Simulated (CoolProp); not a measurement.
Computed with CoolProp (reference Helmholtz-energy equation of state, Younglove 1994). It is a modified Benedict-Webb-Rubin equation, recast in Helmholtz form.

Task: For R123, give the phase and the density (kg/m³), expansivity (1/kK), Prandtl number at 226.85 °C and 8390 kPa.

Result: 
- 226.85 °C and 8390 kPa: supercritical; density 765, expansivity 8.85, Prandtl number 2.56

Viscosity comes from a separate model (Tanaka 1996). Thermal conductivity comes from a separate model (Laesecke 1996).
